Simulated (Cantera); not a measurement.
Cantera run, input and output.

```python
import numpy as np
import cantera as ct

surf = ct.Interface("ptcombust.yaml", "Pt_surf")
gas = surf.adjacent["gas"]
gas.TPX = 700, 56000, {'H2': 0.0035, 'O2': 0.13, 'N2': 0.79}
surf.TP = 700, 56000
reactor = ct.FlowReactor(gas, clone=False)
reactor.area = 0.0001  # m2
reactor.surface_area_to_volume_ratio = 160  # 1/m
reactor.mass_flow_rate = 2.7 * reactor.area * gas.density  # inlet velocity 2.7 m/s
reactor.energy_enabled = False
wall = ct.ReactorSurface(surf, reactor, clone=False)
net = ct.ReactorNet([reactor])
net.rtol, net.atol = 1e-8, 1e-16
show, cover = ['H2', 'O2', 'H2O'], ['PT(S)', 'H(S)', 'O(S)', 'OH(S)', 'CO(S)', 'C(S)']

rows = []
print(f"{'z/m':>9s}{'u/(m/s)':>9s}" + "".join(f"{s:>13s}" for s in show + cover))
for z in [4.3e-05, 7.6e-05, 0.00014, 0.00024, 0.00043, 0.00076, 0.0014, 0.0024, 0.0043]:
    net.advance(z)
    rows.append([reactor.speed, *gas[show].X, *surf[cover].coverages])
    print(f"{z:9.4g}{rows[-1][0]:9.3g}" + "".join(f"{x:13.4e}" for x in rows[-1][1:]))
```

Result:

```
      z/m  u/(m/s)           H2           O2          H2O        PT(S)         H(S)         O(S)        OH(S)        CO(S)         C(S)
  4.3e-05      2.7   3.7748e-03   1.4076e-01   1.5110e-05   4.9022e-02   4.2975e-09   9.4973e-01   1.2438e-03  -2.8098e-30  -2.1208e-33
  7.6e-05      2.7   3.7634e-03   1.4076e-01   2.6627e-05   4.8882e-02   4.2757e-09   9.4987e-01   1.2448e-03  -2.0609e-30  -1.5083e-33
  0.00014      2.7   3.7413e-03   1.4075e-01   4.8770e-05   4.8612e-02   4.2340e-09   9.5014e-01   1.2466e-03   1.0045e-28   7.3496e-32
  0.00024      2.7   3.7072e-03   1.4073e-01   8.2870e-05   4.8196e-02   4.1702e-09   9.5055e-01   1.2494e-03  -5.3058e-30  -3.8880e-33
  0.00043      2.7   3.6442e-03   1.4071e-01   1.4603e-04   4.7425e-02   4.0529e-09   9.5132e-01   1.2541e-03  -1.0012e-28   6.2750e-32
  0.00076      2.7   3.5395e-03   1.4066e-01   2.5093e-04   4.6148e-02   3.8613e-09   9.5259e-01   1.2609e-03  -2.4753e-28   2.7770e-31
   0.0014      2.7   3.3522e-03   1.4058e-01   4.3860e-04   4.3866e-02   3.5283e-09   9.5486e-01   1.2700e-03   5.5969e-28  -6.8582e-31
   0.0024      2.7   3.0949e-03   1.4047e-01   6.9632e-04   4.0745e-02   3.0925e-09   9.5798e-01   1.2762e-03   6.3133e-29   1.5104e-30
   0.0043      2.7   2.6978e-03   1.4030e-01   1.0942e-03   3.5964e-02   2.4708e-09   9.6276e-01   1.2718e-03  -5.7900e-27   1.4021e-30
```

Computed with Cantera and Deutschmann's 1995 Pt surface mechanism with GRI-Mech 3.0 gas chemistry. Catalytic surfaces can have several steady states; this one follows from the mechanism file's or the stated starting coverage. Mass transfer to the wall is taken as infinitely fast.
